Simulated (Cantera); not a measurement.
An adiabatic, constant-pressure homogeneous reactor starts with CH4 : C2H6 : C3H8 : O2 : N2 = 1 : 0.093 : 0.2 : 1.96 : 7.36 (molar parts), equivalence ratio 1.7, at 950 K and 1000000 Pa.

Model: GRI-Mech 3.0 (53 species, 325 reactions), integrated in Cantera. GRI-Mech 3.0 was tuned for natural gas; its chemistry of propane as a main component is partial and can be far from experiment. Below about 1000 K GRI-Mech 3.0 lacks low-temperature oxidation paths.

Task: Predict: time of steepest temperature rise; temperature at 0.200 s; equilibrium temperature; x(H2O2) at 0.200 s; x(HO2) at 0.200 s; x(H2O) at 0.200 s; x(O2) at 0.200 s.

Result: time of steepest temperature rise: 39.4 ms
temperature at 0.200 s: 2292 K
equilibrium temperature: 2292 K
x(H2O2) at 0.200 s: 1.73e-9 (gas-phase equilibrium 1.73e-9)
x(HO2) at 0.200 s: 1.40e-9 (gas-phase equilibrium 1.40e-9)
x(H2O) at 0.200 s: 0.145 (gas-phase equilibrium 0.145)
x(O2) at 0.200 s: 7.54e-7 (gas-phase equilibrium 7.54e-7)
